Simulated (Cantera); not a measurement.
**Premixed flame**

A freely propagating, adiabatic, planar premixed flame of H2 : O2 : N2 : H2O = 1 : 0.357 : 1.21 : 0.13 (molar parts), unburnt at 350 K and 5400 Torr; mixture-averaged transport, grid criteria slope 0.08 and curve 0.16, no radiation.

Computed with Cantera and the H2/O2 subset of GRI-Mech 3.0, which has no nitrogen chemistry. The hydrogen kinetics of GRI-Mech 3.0 are dated; newer H2 mechanisms differ, most at raised pressure. Burning velocities carry a grid error of a few per cent, more on coarse grids.

| z (mm) | T (K) | u (m/s) | x H2 | x O2 | x H2O | x O | x OH | x H |
|---|---|---|---|---|---|---|---|---|
| -0.0862 | 350 | 3.21 | 0.371 | 0.132 | 0.0482 | <1e-8 | <1e-8 | <1e-8 |
| -0.0575 | 350 | 3.21 | 0.371 | 0.132 | 0.0482 | <1e-8 | <1e-8 | <1e-8 |
| -0.0431 | 351 | 3.21 | 0.370 | 0.133 | 0.0483 | <1e-8 | <1e-8 | <1e-8 |
| -0.0287 | 355 | 3.23 | 0.366 | 0.133 | 0.0487 | 9.54e-8 | 2.13e-8 | <1e-8 |
| -0.0144 | 456 | 4.00 | 0.337 | 0.137 | 0.0561 | 5.27e-6 | 1.91e-5 | 2.22e-6 |
| -0.00718 | 817 | 6.88 | 0.288 | 0.127 | 0.0939 | 0.000163 | 0.000899 | 0.00118 |
| 0 | 1284 | 10.6 | 0.227 | 0.0956 | 0.167 | 0.00120 | 0.00212 | 0.00949 |
| 0.00718 | 1611 | 13.1 | 0.171 | 0.0568 | 0.242 | 0.00250 | 0.00431 | 0.0211 |
| 0.0144 | 1801 | 14.6 | 0.136 | 0.0290 | 0.292 | 0.00271 | 0.00667 | 0.0282 |
| 0.0287 | 1979 | 16.0 | 0.112 | 0.00814 | 0.331 | 0.00208 | 0.00885 | 0.0288 |
| 0.0575 | 2115 | 17.0 | 0.109 | 0.00212 | 0.346 | 0.00118 | 0.00827 | 0.0213 |
| 0.115 | 2212 | 17.6 | 0.110 | 0.000825 | 0.353 | 0.000515 | 0.00605 | 0.0133 |
| 0.230 | 2274 | 18.0 | 0.111 | 0.000300 | 0.358 | 0.000184 | 0.00385 | 0.00770 |
x: mole fraction of selected species; z is measured from the peak of heat release.

```json
{
  "laminar_burning_velocity": "321 cm/s",
  "thermal_thickness": "0.0287 mm",
  "peak x(O)": "0.00274",
  "peak x(OH)": "0.00898",
  "peak x(H)": "0.0299",
  "grid_points": "112"
}
```
